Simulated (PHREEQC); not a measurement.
Dissolve 0.057 mol NaOH, 0.00037 mol K2SiO3 and 0.00092 mol K3PO4 per kg of water at 25 °C. Closed to the air; pH follows from the charge balance.

Computed with PHREEQC (ion-association model, wateq4f.dat).

Precipitation was switched off in this run.

**Question.** Estimate the pH.

**Answer.** pH 12.66.

**Question.** In which forms is Si present?

**Answer.** H3SiO4- 64 %, H2SiO4-2 36 % of the Si.

H3PO4, which wateq4f.dat lacks, is added to it with the constant of phreeqc.dat.
